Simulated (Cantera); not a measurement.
# Thermodynamics of boron, boron nitride and boron oxide, feed BCl₃ + O₂ + H₂

A closed system holds: 1 mol BCl₃, a varied amount of O₂, 0.45 mol H₂, at 160 Pa.

Method: chemical equilibrium by Gibbs-energy minimisation in Cantera with the NASA 1993 tables (ideal gas, pure condensed phases). Candidate condensed phases: B, B₂O₃, B₃O₃H₃, H₂O; 33 gas species. The tables' values for BCl₂ are old estimates. The numbers say what is thermodynamically allowed, not how fast it happens.

Task: Map the stable condensed phases over T = 1248, 1398, 1548, 1698, 1848, 1998, 2148, 2298, 2448 K and n(O₂) in mol = 0.12, 0.22, 0.4, 0.75, 1.4, 2.6, 4.8, 9.

Result: 
```
T in K \ n(O₂) in mol
         0.12 0.22  0.4 0.75  1.4  2.6  4.8    9
   2448     A    A    A    A    A    A    A    A
   2298     A    A    A    A    A    A    A    A
   2148     A    A    A    A    A    A    A    A
   1998     A    A    A    A    A    A    A    A
   1848     A    A    A    A    A    A    A    A
   1698     A    A    A    A    A    A    A    A
   1548     B    A    A    C    C    C    C    A
   1398     B    A    C    C    C    C    C    C
   1248     A    A    C    C    C    C    C    C
```
A: gas only; B: B; C: B₂O₃.
